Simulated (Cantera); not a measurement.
A perfectly stirred reactor is fed with CH4 : H2 : O2 : N2 = 1 : 0.76 : 1.59 : 5.97 (molar parts), at 6680 Torr; it is adiabatic with a 625 K inlet, and is followed from long to short residence time, starting on the burning branch (τ in s: 0.17, 0.073, 0.031, 0.013, 0.0055, 0.0024, 0.001, 0.00042, 0.00018, 7.6e-05, 3.2e-05, 1.4e-05).

Cantera simulation using GRI-Mech 3.0 (53 species, 325 reactions); the numbers are that mechanism's predictions, not measurements.

x: mole fraction; the columns are a selection and need not sum to one.

```
τ (s)    T (K)     x CH4    x H2      x O2    x CH2    x C2H4    x CO
-------  -----  --------  ------  --------  -------  --------  ------
0.17      2212   4.99e-5  0.0891   9.68e-6  6.11e-8   6.42e-9  0.0729
0.073     2212  0.000107  0.0889   2.07e-5  1.39e-7   3.04e-8  0.0728
0.031     2212  0.000225  0.0886   4.58e-5  3.17e-7   1.41e-7  0.0726
0.013     2212  0.000466  0.0878  0.000104  7.15e-7   6.28e-7  0.0722
0.0055    2213  0.000898  0.0864  0.000232  1.54e-6   2.46e-6  0.0715
0.0024    2213   0.00155  0.0839  0.000498  3.08e-6   7.85e-6  0.0702
0.0010    2211   0.00248  0.0803   0.00109  6.06e-6   2.26e-5  0.0682
0.00042   2202   0.00365  0.0761   0.00231  1.11e-5   5.65e-5  0.0660
0.00018   2179   0.00521  0.0721   0.00481  1.84e-5  0.000130  0.0641
7.6e-5    2118       ___  0.0684       ___      ___       ___  0.0624
3.2e-5     625     0.107  0.0815     0.171   <1e-12    <1e-12  <1e-12
1.4e-5     625     0.107  0.0815     0.171   <1e-12    <1e-12  <1e-12
```

Question: Complete the blanks.

Answer: 
- 7.6e-5, x CH4: 0.00819
- 7.6e-5, x O2: 0.0110
- 7.6e-5, x CH2: 2.57e-5
- 7.6e-5, x C2H4: 0.000331
